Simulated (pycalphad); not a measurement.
An equivalent pycalphad script:

```python
from pycalphad import Database, equilibrium, calculate, variables as v
import numpy as np
db = Database('COST507.tdb')
comps = ['TI', 'B', 'VA']
phases = ['B2M', 'B2TI', 'B4M3', 'B4TI3', 'BCC_A2', 'BETA_RHOMBO_B', 'BM', 'BTI', 'HCP_A3', 'LIQUID']
eq = equilibrium(db, comps, phases, {v.X('B'): 0.222, v.T: np.arange(3700, 499, -75), v.P: 101325, v.N: 1}, output=['HM', 'SM'])
```

Computed with pycalphad from the COST 507 light-alloy database (1999), at 1 atm. No gas phase is included, though pure Ti would boil below 3700 K. The database dates from 1999; later assessments differ in places, in temperatures and in the compounds included. Amounts are mole fractions of atoms. Kinetics are ignored, which matters at the lower temperatures.

Results at three of the temperatures:

```
T = 2950.00 K, P = 101325 Pa, N = 1 mol of atoms
G = -246243 J/mol, H = 86521 J/mol, S = 112.80 J/(mol K)  (SER reference)
chemical potentials (J/mol): Ti -236059, B -281934
phase             fraction      x(Ti)       x(B)
LIQUID              1.0000     0.7780     0.2220
```

```
T = 1375.00 K, P = 101325 Pa, N = 1 mol of atoms
G = -97914 J/mol, H = -3697 J/mol, S = 68.52 J/(mol K)  (SER reference)
chemical potentials (J/mol): Ti -72165, B -188153
phase             fraction      x(Ti)       x(B)
BCC_A2              0.5578     0.9984     0.0016
BM                  0.4422     0.5000     0.5000
```

```
T = 1075.00 K, P = 101325 Pa, N = 1 mol of atoms
G = -78608 J/mol, H = -15282 J/mol, S = 58.91 J/(mol K)  (SER reference)
chemical potentials (J/mol): Ti -49794, B -179586
phase             fraction      x(Ti)       x(B)
HCP_A3              0.5575     0.9986     0.0014
BM                  0.4425     0.5000     0.5000
```

Changes of the phase set, refined by bisection:

```
T (K)   phases above  phases below
------  ------------  ------------
2053.4        liquid   BM + liquid
1814.1   BM + liquid      bcc + BM
1156.0      bcc + BM      BM + hcp
```

Database names, with the compositions (at.%) that they take in these runs: BM: Ti 50 B 50. BCC_A2 is bcc; HCP_A3 is hcp.
